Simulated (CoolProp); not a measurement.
Vapour-liquid equilibrium of n-butane (1) + cis-2-butene (2) at -54.85 °C; x and y are mole fractions of (1).

The numbers come from the multi-fluid Helmholtz-energy mixture model, Bücker 2006 and Lemmon 2005; pair parameters Bell 2016 in CoolProp.

```json
[
 {"x": "0.05", "bubble pressure, mixture model (MPa)": "0.005423", "bubble pressure, Raoult's law (MPa)": "0.005365", "y, mixture model": "___", "y, Raoult's law": "0.065"},
 {"x": "0.125", "bubble pressure, mixture model (MPa)": "0.005618", "bubble pressure, Raoult's law (MPa)": "0.005495", "y, mixture model": "0.175", "y, Raoult's law": "0.160"},
 {"x": "0.2", "bubble pressure, mixture model (MPa)": "___", "bubble pressure, Raoult's law (MPa)": "0.005625", "y, mixture model": "0.265", "y, Raoult's law": "0.249"},
 {"x": "0.275", "bubble pressure, mixture model (MPa)": "0.005951", "bubble pressure, Raoult's law (MPa)": "0.005755", "y, mixture model": "0.347", "y, Raoult's law": "0.335"},
 {"x": "0.35", "bubble pressure, mixture model (MPa)": "0.006094", "bubble pressure, Raoult's law (MPa)": "0.005885", "y, mixture model": "0.423", "y, Raoult's law": "0.417"},
 {"x": "0.425", "bubble pressure, mixture model (MPa)": "___", "bubble pressure, Raoult's law (MPa)": "0.006015", "y, mixture model": "0.496", "y, Raoult's law": "0.496"},
 {"x": "0.5", "bubble pressure, mixture model (MPa)": "___", "bubble pressure, Raoult's law (MPa)": "0.006146", "y, mixture model": "0.566", "y, Raoult's law": "0.571"},
 {"x": "0.575", "bubble pressure, mixture model (MPa)": "0.006463", "bubble pressure, Raoult's law (MPa)": "0.006276", "y, mixture model": "0.634", "y, Raoult's law": "0.643"},
 {"x": "0.65", "bubble pressure, mixture model (MPa)": "0.006570", "bubble pressure, Raoult's law (MPa)": "0.006406", "y, mixture model": "0.700", "y, Raoult's law": "0.712"},
 {"x": "0.725", "bubble pressure, mixture model (MPa)": "0.006672", "bubble pressure, Raoult's law (MPa)": "0.006536", "y, mixture model": "0.766", "y, Raoult's law": "0.778"},
 {"x": "0.8", "bubble pressure, mixture model (MPa)": "0.006770", "bubble pressure, Raoult's law (MPa)": "0.006666", "y, mixture model": "___", "y, Raoult's law": "0.842"},
 {"x": "0.875", "bubble pressure, mixture model (MPa)": "___", "bubble pressure, Raoult's law (MPa)": "0.006796", "y, mixture model": "0.895", "y, Raoult's law": "0.903"},
 {"x": "0.95", "bubble pressure, mixture model (MPa)": "0.006954", "bubble pressure, Raoult's law (MPa)": "0.006926", "y, mixture model": "0.958", "y, Raoult's law": "0.962"}
]
```

### Question
Some entries are withheld; supply them.

### Answer

- 0.05, y, mixture model: 0.075
- 0.2, bubble pressure, mixture model (MPa): 0.005793
- 0.425, bubble pressure, mixture model (MPa): 0.006226
- 0.5, bubble pressure, mixture model (MPa): 0.006348
- 0.8, y, mixture model: 0.831
- 0.875, bubble pressure, mixture model (MPa): 0.006864

The largest gap from Raoult's law is +3.6 % in bubble pressure, at x = 0.35. No azeotrope shows between x = 0.05 and 0.95.

The pair parameters rest on a limited set of measurements; away from them the model extrapolates.
